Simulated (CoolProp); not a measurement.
Vapour-liquid equilibrium of R125 (1) + R134a (2) at 302.1 K; x and y are mole fractions of (1).

The numbers come from the multi-fluid Helmholtz-energy mixture model, Lemmon 2005 and Tillner-Roth 1994; pair parameters Lemmon 2004 in CoolProp.

| x | bubble pressure (kPa) | y at the bubble point | dew pressure at overall composition x (kPa) | liquid density (mol/L) |
|---|---|---|---|---|
| 0.05 | 787.0 | ? | 769.2 | 11.58 |
| 0.2 | 904.5 | 0.310 | 842.6 | ? |
| 0.35 | ? | 0.484 | 929.2 | 11.01 |
| 0.5 | 1135 | 0.629 | 1032 | 10.72 |
| 0.65 | 1250 | 0.754 | 1153 | 10.42 |
| 0.8 | ? | 0.865 | ? | 10.12 |
| 0.95 | ? | 0.967 | ? | 9.812 |

**Question.** Complete the blanks.

**Answer.** 
- 0.05, y at the bubble point: 0.089
- 0.2, liquid density (mol/L): 11.30
- 0.35, bubble pressure (kPa): 1020
- 0.8, bubble pressure (kPa): 1367
- 0.8, dew pressure at overall composition x (kPa): 1297
- 0.95, bubble pressure (kPa): 1486
- 0.95, dew pressure at overall composition x (kPa): 1466

No azeotrope shows between x = 0.05 and 0.95.

Pair parameters are fitted to limited data, so mixtures are less certain than the pure fluids.
